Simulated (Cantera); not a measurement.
A freely propagating, adiabatic, planar premixed flame of CH4 : H2 : O2 : N2 = 1 : 0.25 : 1.77 : 6.66 (molar parts), equivalence ratio 1.2, unburnt at 575 K and 3750 Torr; multicomponent+Soret transport, grid criteria slope 0.08 and curve 0.16, no radiation.

Detailed kinetics in Cantera: GRI-Mech 3.0 (53 species, 325 reactions). Burning velocities carry a grid error of a few per cent, more on coarse grids.

x: mole fraction of selected species; z is measured from the peak of heat release.

| z (mm) | T (K) | u (m/s) | x CH4 | x H2 | x O2 | x H | x O | x CO |
|---|---|---|---|---|---|---|---|---|
| -0.302 | 576 | 0.703 | 0.103 | 0.0254 | 0.183 | <1e-8 | <1e-8 | 7.70e-6 |
| -0.201 | 581 | 0.709 | 0.103 | 0.0248 | 0.183 | <1e-8 | <1e-8 | (withheld) |
| -0.151 | 598 | 0.730 | 0.101 | 0.0243 | 0.182 | <1e-8 | <1e-8 | 0.000465 |
| -0.101 | 705 | 0.862 | 0.0932 | 0.0246 | 0.175 | 6.42e-8 | 1.26e-8 | 0.00322 |
| -0.0503 | 1180 | 1.46 | 0.0625 | 0.0288 | 0.132 | 3.29e-5 | 5.92e-6 | 0.0197 |
| -0.0251 | 1602 | 2.01 | 0.0333 | 0.0324 | 0.0869 | 0.000359 | 6.64e-5 | 0.0379 |
| 0 | 1982 | 2.51 | 0.00790 | 0.0331 | 0.0391 | 0.00222 | 0.000345 | 0.0549 |
| 0.0251 | 2150 | 2.72 | (withheld) | 0.0295 | (withheld) | (withheld) | (withheld) | 0.0562 |
| 0.0503 | 2202 | 2.78 | 3.78e-5 | 0.0275 | 0.00559 | 0.00556 | 0.000869 | 0.0508 |
| 0.101 | 2249 | 2.83 | 1.91e-7 | 0.0272 | 0.00231 | 0.00490 | 0.000652 | 0.0457 |
| 0.201 | 2293 | 2.88 | <1e-8 | 0.0271 | 0.00113 | 0.00344 | 0.000342 | 0.0440 |
| 0.402 | 2326 | 2.91 | <1e-8 | 0.0267 | 0.000480 | 0.00214 | 0.000143 | 0.0437 |
| 0.805 | 2344 | 2.93 | <1e-8 | 0.0265 | 0.000196 | 0.00135 | 5.93e-5 | 0.0436 |

Some entries are withheld; supply them.


- -0.201, x CO: 0.000112
- 0.0251, x CH4: 0.000679
- 0.0251, x O2: 0.0136
- 0.0251, x H: 0.00475
- 0.0251, x O: 0.000746
